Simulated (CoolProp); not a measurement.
R142b along the isobar 5940 kPa: Z from the reference equation and from simpler models built on Tc = 410.3 K, pc = 4055 kPa, ω = 0.232; each cubic takes its own stable root.

Values from CoolProp's reference Helmholtz-energy equation of state, Lemmon 2006. It is a short technical equation, of lower accuracy than the large ones.

| T (K) | phase | reference | Soave-Redlich-Kwong | Peng-Robinson |
|---|---|---|---|---|
| 292 | liquid | 0.2149 | 0.2369 | 0.2099 |
| 304.7 | liquid | 0.2114 | 0.2336 | 0.2068 |
| 317.4 | liquid | 0.2088 | 0.2314 | … |
| 330.1 | liquid | 0.2069 | 0.2304 | 0.2040 |
| 342.8 | liquid | … | 0.2309 | 0.2045 |
| 355.6 | liquid | 0.2063 | 0.2331 | 0.2065 |
| 368.3 | liquid | … | 0.2374 | 0.2106 |
| 381 | liquid | 0.2112 | … | 0.2176 |
| 393.7 | liquid | 0.2174 | 0.2562 | 0.2288 |
| 406.4 | liquid | 0.2285 | 0.2756 | 0.2478 |
| 419.1 | supercritical | 0.2518 | 0.3111 | 0.2832 |
| 431.9 | supercritical | … | 0.3873 | 0.3602 |
| 444.6 | supercritical | … | 0.5001 | 0.4706 |
| 457.3 | supercritical | 0.5512 | 0.5870 | 0.5552 |
| 470 | supercritical | 0.6178 | 0.6498 | 0.6171 |

Question: Some entries are withheld; supply them.

Answer: 
- 317.4, Peng-Robinson: 0.2048
- 342.8, reference: 0.2061
- 368.3, reference: 0.2078
- 381, Soave-Redlich-Kwong: 0.2446
- 431.9, reference: 0.3229
- 444.6, reference: 0.4551
